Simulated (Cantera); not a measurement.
**SiH₄ + NH₃ + H₂ (silicon nitride deposition)**

Feed: 1 mol SiH₄, 0.19 mol NH₃, 23 mol H₂, equilibrated at 1973.15 K.

Equilibrium computed with Cantera from the NASA thermochemical tables; the gas is ideal and each condensed phase is pure. Candidate condensed phases: Si, Si₃N₄; 18 gas species. The tables' values for SiN are old estimates; treat these amounts as uncertain. Gases not in the tables: Si₂H₆ and higher silanes. Equilibrium is a limit: real reactors are often held back by kinetics, nucleation or transport.

```tsv
P (Pa)	x H₂	x H	x Si	x N₂	x SiH	x Si₂	n Si(l)
5	0.792	0.170	0.0345	0.00329	0.000157	1.83e-5	0
36	0.893	0.0673	0.0358	0.00347	0.000464	0.000142	0
260	0.958	0.0259	0.0122	0.00364	0.000439	0.000118	0.661
1900	0.985	0.00972	0.00166	0.00371	0.000165	1.62e-5	0.950
14000	0.992	0.00360	0.000226	0.00373	6.08e-5	2.19e-6	0.990
100000	0.995	0.00135	3.16e-5	0.00374	2.28e-5	3.07e-7	0.996
```
x: gas mole fraction; n: condensed amount in mol.

From 5.00 Pa to 36.0 Pa nothing is condensed. From 260 Pa to 100000 Pa the condensed part is Si(l). The main Si-bearing gas is Si at 5.00 Pa and SiH₂ at 100000 Pa.
